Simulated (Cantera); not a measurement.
Charge: 1 mol C, 2.1 mol NH₃, 35 mol N₂, held at 750 °C and 0.890 bar.

Method: chemical equilibrium by Gibbs-energy minimisation in Cantera with the NASA 1993 tables (ideal gas, pure condensed phases). Candidate condensed phases: C, C₆H₆, C₇H₈, C₈H₁₈; 92 gas species. Equilibrium is a limit: real reactors are often held back by kinetics, nucleation or transport.

Base state: N₂ 0.920, H₂ 0.0795, CH₄ 0.000422 (mole fractions); condensed: C(graphite).

What changes in the equilibrium state with this change: temperature from 750 °C to 1802 °C?


```tsv
species	before	after
N₂	0.920	0.917
H₂	0.0795	0.0771
HCN	2.02e-6	0.00521
H	1.24e-9	0.000784
HNC	3.51e-9	0.000337
C₂H₂ (acetylene)	<1e-9	9.56e-5
CH₄	0.000422	1.85e-6
C(graphite), mol	0.983	0.775
```
